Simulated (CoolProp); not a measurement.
Saturation properties of octamethylcyclotetrasiloxane (D4) (Tc = 313.4 °C, pc = 1347 kPa, ω = 0.598).

Model: reference Helmholtz-energy equation of state, Thol 2015, in CoolProp.

```json
[
 {"T (°C)": "179.25", "p (kPa)": "110.7", "vapour density (kg/m³)": "9.508", "liquid cp (kJ/(kg K))": "2.005", "surface tension (mN/m)": "7.15"},
 {"T (°C)": "188.65", "p (kPa)": "139.0", "vapour density (kg/m³)": "11.89", "liquid cp (kJ/(kg K))": "2.030", "surface tension (mN/m)": "(withheld)"},
 {"T (°C)": "197.95", "p (kPa)": "172.3", "vapour density (kg/m³)": "14.72", "liquid cp (kJ/(kg K))": "2.055", "surface tension (mN/m)": "5.97"},
 {"T (°C)": "207.35", "p (kPa)": "(withheld)", "vapour density (kg/m³)": "18.12", "liquid cp (kJ/(kg K))": "2.082", "surface tension (mN/m)": "(withheld)"},
 {"T (°C)": "216.65", "p (kPa)": "257.5", "vapour density (kg/m³)": "22.12", "liquid cp (kJ/(kg K))": "2.109", "surface tension (mN/m)": "4.82"},
 {"T (°C)": "226.05", "p (kPa)": "310.9", "vapour density (kg/m³)": "26.93", "liquid cp (kJ/(kg K))": "2.139", "surface tension (mN/m)": "4.26"},
 {"T (°C)": "235.35", "p (kPa)": "371.8", "vapour density (kg/m³)": "32.60", "liquid cp (kJ/(kg K))": "2.171", "surface tension (mN/m)": "3.72"},
 {"T (°C)": "244.75", "p (kPa)": "442.2", "vapour density (kg/m³)": "39.45", "liquid cp (kJ/(kg K))": "2.207", "surface tension (mN/m)": "3.19"},
 {"T (°C)": "254.05", "p (kPa)": "(withheld)", "vapour density (kg/m³)": "47.61", "liquid cp (kJ/(kg K))": "2.248", "surface tension (mN/m)": "2.67"},
 {"T (°C)": "263.45", "p (kPa)": "612.8", "vapour density (kg/m³)": "(withheld)", "liquid cp (kJ/(kg K))": "2.297", "surface tension (mN/m)": "2.17"},
 {"T (°C)": "272.75", "p (kPa)": "714.9", "vapour density (kg/m³)": "69.99", "liquid cp (kJ/(kg K))": "2.360", "surface tension (mN/m)": "1.69"},
 {"T (°C)": "282.15", "p (kPa)": "831.6", "vapour density (kg/m³)": "85.89", "liquid cp (kJ/(kg K))": "2.451", "surface tension (mN/m)": "1.23"},
 {"T (°C)": "291.45", "p (kPa)": "962.2", "vapour density (kg/m³)": "106.9", "liquid cp (kJ/(kg K))": "2.602", "surface tension (mN/m)": "0.803"}
]
```

Fill in the missing entries.


- 188.65, surface tension (mN/m): 6.55
- 207.35, p (kPa): 211.9
- 207.35, surface tension (mN/m): 5.39
- 254.05, p (kPa): 521.7
- 263.45, vapour density (kg/m³): 57.66

It boils at 175.7 °C under 1 atm.

Surface tension comes from a separate correlation (Mulero 2014), older than this fluid's equation and unchecked against measurements.
